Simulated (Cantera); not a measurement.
Feed: 1 mol Si3H8, 21 mol N2, held at 702 °C and 1.40 mbar.

Method: chemical equilibrium by Gibbs-energy minimisation in Cantera with the NASA 1993 tables (ideal gas, pure condensed phases). Candidate condensed phases: Si, Si3N4; 18 gas species. The feed counts by its element totals alone. N2 is the only nitrogen source here; it is nearly inert below about 1500 K, so the nitride shown seldom forms there in practice. Equilibrium is a limit: real reactors are often held back by kinetics, nucleation or transport.

Base state: N2 0.826, H2 0.174 (mole fractions); condensed: Si3N4(s).

### Question
What changes in the equilibrium state with this change: Si3H8 replaced by SiHCl3?

### Answer
```json
[
 {"species": "N2", "before": "0.826", "after": "0.933"},
 {"species": "HCl", "before": "0", "after": "0.0408"},
 {"species": "SiCl4", "before": "0", "after": "0.0236"},
 {"species": "H2", "before": "0.174", "after": "0.00214"},
 {"species": "SiCl3", "before": "0", "after": "5.11e-5"},
 {"species": "Si3N4(s), mol", "before": "1.00", "after": "0.159"}
]
```
The tables' values for SiCl3 are old estimates; treat these amounts as uncertain. Further candidate phases: NH4Cl.

### Question
What changes in the equilibrium state with this change: 1.4 mol HF added?

### Answer
| species | before | after |
|---|---|---|
| N2 | 0.826 | 0.792 |
| H2 | 0.174 | 0.193 |
| SiF4 | 0 | 0.0143 |
| HF | 0 | 0.000276 |
| SiHF3 | 0 | 1.43e-5 |
| Si3N4(s), mol | 1.00 | 0.884 |

### Question
What changes in the equilibrium state with this change: temperature from 702 °C to 1450 °C?

### Answer
| species | before | after |
|---|---|---|
| N2 | 0.826 | 0.839 |
| H2 | 0.174 | 0.159 |
| H | 1.27e-8 | 0.00194 |
| Si | <1e-9 | 0.000702 |
| Si2N | <1e-9 | 2.37e-5 |
| SiH | <1e-9 | 1.51e-5 |
| SiN | <1e-9 | 1.35e-5 |
| Si3N4(s), mol | 1.00 | 0 |
| Si(l), mol | 0 | 2.98 |
The tables' values for SiN are old estimates; treat these amounts as uncertain.
